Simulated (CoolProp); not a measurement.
Vapour-liquid equilibrium of o-xylene (1) + n-nonane (2) at 463.1 K; x and y are mole fractions of (1).

Values from CoolProp's multi-fluid Helmholtz-energy mixture model, Zhou 2012 and Lemmon 2006; pair parameters Bell 2016.

```json
[
 {"x": "0.05", "bubble pressure (MPa)": "0.2616", "y at the bubble point": "0.062", "dew pressure at overall composition x (MPa)": "0.2609", "liquid density (mol/L)": "4.533"},
 {"x": "0.2", "bubble pressure (MPa)": "0.2722", "y at the bubble point": "0.235", "dew pressure at overall composition x (MPa)": "0.2701", "liquid density (mol/L)": "4.796"},
 {"x": "0.35", "bubble pressure (MPa)": "0.2812", "y at the bubble point": "0.390", "dew pressure at overall composition x (MPa)": "0.2790", "liquid density (mol/L)": "5.088"},
 {"x": "0.5", "bubble pressure (MPa)": "0.2883", "y at the bubble point": "0.533", "dew pressure at overall composition x (MPa)": "0.2868", "liquid density (mol/L)": "5.412"},
 {"x": "0.65", "bubble pressure (MPa)": "0.2933", "y at the bubble point": "0.669", "dew pressure at overall composition x (MPa)": "0.2927", "liquid density (mol/L)": "5.775"},
 {"x": "0.8", "bubble pressure (MPa)": "0.2960", "y at the bubble point": "0.805", "dew pressure at overall composition x (MPa)": "0.2960", "liquid density (mol/L)": "6.182"},
 {"x": "0.95", "bubble pressure (MPa)": "0.2961", "y at the bubble point": "0.949", "dew pressure at overall composition x (MPa)": "0.2961", "liquid density (mol/L)": "6.642"}
]
```

y crosses x between x = 0.8 and 0.95: the model has an azeotrope there.

The pair parameters rest on a limited set of measurements; away from them the model extrapolates.
